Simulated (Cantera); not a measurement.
Adiabatic ignition

An adiabatic, constant-pressure homogeneous reactor starts with CH4 : H2 : O2 : N2 = 1 : 0.55 : 2.77 : 10.4 (molar parts), at 1625 K and 10.0 bar.

Model: GRI-Mech 3.0 (53 species, 325 reactions), integrated in Cantera.

```tsv
t (s)	T (K)	x CH4	x H2	x O2	x CO2	x HO2
4.00e-6	1625	0.0677	0.0373	0.188	2.16e-7	2.34e-5
1.16e-5	1686	0.0580	0.0358	0.180	0.000112	0.000246
3.38e-5	2902	<1e-12	0.00787	0.0393	0.0494	2.20e-5
9.82e-5	2896	<1e-12	0.00789	0.0374	0.0494	2.10e-5
0.000285	2887	<1e-12	0.00796	0.0345	0.0494	1.94e-5
0.000830	2882	<1e-12	0.00800	0.0331	0.0494	1.87e-5
0.00241	2882	<1e-12	0.00800	0.0331	0.0494	1.87e-5
0.00701	2882	<1e-12	0.00800	0.0331	0.0494	1.87e-5
0.0204	2882	<1e-12	0.00800	0.0331	0.0494	1.87e-5
0.0592	2882	<1e-12	0.00800	0.0331	0.0494	1.87e-5
0.172	2882	<1e-12	0.00800	0.0331	0.0494	1.87e-5
0.500	2882	<1e-12	0.00800	0.0331	0.0494	1.87e-5
```
x: mole fraction; the columns are a selection and need not sum to one.

```json
{
 "time_of_steepest_temperature_rise": "16.7 µs",
 "temperature at 0.500 s": "2882 K",
 "equilibrium_temperature": "2882 K",
 "x(CH4) at 0.500 s": "<1e-12 (gas-phase equilibrium <1e-12)",
 "x(H2) at 0.500 s": "0.00800 (gas-phase equilibrium 0.00800)",
 "x(O2) at 0.500 s": "0.0331 (gas-phase equilibrium 0.0331)"
}
```
